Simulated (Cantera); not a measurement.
## SiCl4 + N2O + H2 (silicon oxide and oxynitride deposition)

Charge: 1 mol SiCl4, 2.9 mol N2O, 34 mol H2, equilibrated at 1398 K and 26.0 Pa.

Cantera equilibrium calculation (NASA polynomials, part measured and part estimated; ideal gas, pure solids and liquids). Candidate condensed phases: H2O, NH4Cl, Si, SiO2, Si2N2O, Si3N4; 47 gas species. The tables hold silica as quartz up to 1696 K and as liquid above; real silica turns to tridymite and cristobalite and melts near 1996 K. The numbers say what is thermodynamically allowed, not how fast it happens.

The x(H2) is 0.799 and the x(HCl) comes out as 0.103. The x(N2) comes out as 0.0745, the x(H2O) comes out as 0.0231 and the x(H) is 0.000262. The x(Cl) is 2.78e-5. The x(SiO) is 9.55e-6, the n(SiO2(β-quartz)) is 1.000 mol and the gas amount comes out as 38.91 mol. The log10 activity of Si(s) (absent) is -8.90.
